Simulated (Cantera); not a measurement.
An adiabatic, constant-pressure homogeneous reactor starts with CO : H₂ : CH₄ : O₂ : N₂ = 1 : 0.46 : 0.084 : 0.408 : 1.53 (molar parts), at 1350 K and 500000 Pa. Integrator tolerance rtol = 1e-08.

Model: GRI-Mech 3.0 (53 species, 325 reactions), integrated in Cantera.

**Question.** What does this change do: initial temperature 1350 to 1300 K?

**Answer.** 
```csv
quantity,before,after
time of steepest temperature rise,17.9 µs,25.4 µs
temperature at 5.00 s,2744 K,2712 K
equilibrium temperature,2744 K,2712 K
x(CO) at 5.00 s,0.246 (gas-phase equilibrium 0.246),0.246 (gas-phase equilibrium 0.246)
x(H₂) at 5.00 s,0.0551 (gas-phase equilibrium 0.0551),0.0554 (gas-phase equilibrium 0.0554)
x(CH₄) at 5.00 s,1.00e-11 (gas-phase equilibrium 1.14e-11),1.14e-11 (gas-phase equilibrium 1.29e-11)
x(HO₂) at 5.00 s,3.63e-7 (gas-phase equilibrium 3.63e-7),2.77e-7 (gas-phase equilibrium 2.77e-7)
x(C₂H₂) at 5.00 s,<1e-12 (gas-phase equilibrium <1e-12),<1e-12 (gas-phase equilibrium <1e-12)
x(NO) at 5.00 s,0.00108 (gas-phase equilibrium 0.00108),0.000898 (gas-phase equilibrium 0.000898)
```
